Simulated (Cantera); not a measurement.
Charge: 1 mol Si(CH₃)₄, 0.008 mol C₂H₄, 210 mol H₂, at 18000 Pa.

These are equilibrium values from Cantera (NASA tables, ideal gas, pure condensed phases), not measurements of a reactor. Candidate condensed phases: C, C₆H₆, C₇H₈, C₈H₁₈, Si, SiC; 87 gas species. Gases not in the tables: Si₂H₆ and higher silanes. Rates play no part.

Over these rows the condensed part is C(graphite) + SiC(s). Partial pressures as log10 of bar:

| T (K) | 1000/T (1/K) | log p Si | log p H₂ |
|---|---|---|---|
| 1698 | 0.5889 | -8.02 | -0.74 |
| 1773 | 0.5640 | -7.34 | -0.75 |
| 1848 | 0.5411 | -6.73 | -0.75 |
| 1923 | 0.5200 | ? | -0.75 |
| 1998 | 0.5005 | -5.64 | -0.75 |
| 2073 | 0.4824 | -5.15 | -0.75 |

**Question.** Fit log p(Si) = a + b·(1000/T) to the five rows, give the apparent enthalpy, and predict the row at 1923 K.

**Answer.** Means: 1000/T = 0.5354, log p = -6.576. Sxy = -0.208227, Sxx = 0.0077397, so b = -26.90 and a = -6.576 − (-26.90)×0.5354 = 7.83.
Apparent enthalpy: −19.145 × (-26.90) = 515 kJ/mol. The condensed phases alone fix this pressure, through SiC(s) = Si(g) + C(graphite), so the slope is that reaction's ΔH° and the other gases don't enter. The five rows lie within 0.01 of the line.
Prediction at 1923 K: 7.83 + (-26.90)×0.5200 = -6.16. The computed value is -6.16, 0.00 from the line.
